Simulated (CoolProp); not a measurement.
100 sccm (0 °C, 1 atm) of nitrogen bubbles through liquid benzene at 305.8 K and leaves saturated at a total pressure of 0.15 MPa (ideal gas phase). Each further row changes one setting.

Computed with CoolProp (reference Helmholtz-energy equation of state, Thol 2012).

```json
[
 {"case": "as stated", "vapour pressure (kPa)": "17.9", "mole fraction of vapour": "…", "delivery (mg/min)": "…", "delivery (sccm)": "…", "change of delivery for a bath 1 K warmer (%)": "5.1"},
 {"case": "bath temperature 310.8 K", "vapour pressure (kPa)": "…", "mole fraction of vapour": "0.148", "delivery (mg/min)": "60.3", "delivery (sccm)": "17.3", "change of delivery for a bath 1 K warmer (%)": "5.0"},
 {"case": "total pressure 0.3 MPa", "vapour pressure (kPa)": "17.9", "mole fraction of vapour": "…", "delivery (mg/min)": "…", "delivery (sccm)": "…", "change of delivery for a bath 1 K warmer (%)": "…"}
]
```

Task: Complete the blanks.

Result: 
- as stated, mole fraction of vapour: 0.119
- as stated, delivery (mg/min): 47.2
- as stated, delivery (sccm): 13.5
- bath temperature 310.8 K, vapour pressure (kPa): 22.1
- total pressure 0.3 MPa, mole fraction of vapour: 0.0596
- total pressure 0.3 MPa, delivery (mg/min): 22.1
- total pressure 0.3 MPa, delivery (sccm): 6.34
- total pressure 0.3 MPa, change of delivery for a bath 1 K warmer (%): 4.7
